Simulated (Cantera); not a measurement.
Input: 1 mol CH3F, 0.011 mol F2, at 2000 °C and 96.0 Pa.

Cantera equilibrium calculation (NASA polynomials, part measured and part estimated; ideal gas, pure solids and liquids). Candidate condensed phases: C, C6H6, C7H8, C8H18; 95 gas species. Equilibrium is a limit: real reactors are often held back by kinetics, nucleation or transport.

Base state: HF 0.466, H2 0.368, H 0.165, C2H2 (acetylene) 0.00139, F 0.000228, C2H 2.62e-5, C3 1.05e-5 (mole fractions); condensed: C(graphite).

Question: What changes in the equilibrium state with this change: temperature from 2000 °C to 1277 °C?

Answer: 
```tsv
species	before	after
HF	0.466	0.508
H2	0.368	0.491
H	0.165	0.000712
C2H	2.62e-5	<1e-9
C3	1.05e-5	<1e-9
C(graphite), mol	0.994	1.000
```

Question: What changes in the equilibrium state with this change: temperature from 2000 °C to 852 °C?

Answer: 
```csv
species,before,after
HF,0.466,0.508
H2,0.368,0.492
H,0.165,1.01e-6
F,0.000228,<1e-9
C2H2 (acetylene),0.00139,1.13e-8
C2H,2.62e-5,<1e-9
C3,1.05e-5,<1e-9
"C(graphite), mol",0.994,1.000
```

Question: What changes in the equilibrium state with this change: F2 from 0.011 to 2.2 mol?

Answer: 
```csv
species,before,after
HF,0.466,0.595
F,0.000228,0.331
CF2,3.22e-8,0.0681
H2,0.368,2.83e-7
H,0.165,0.000144
C2H2 (acetylene),0.00139,1.07e-9
CF4,<1e-9,0.000681
CF3,<1e-9,0.000351
"C(graphite), mol",0.994,0.626
```
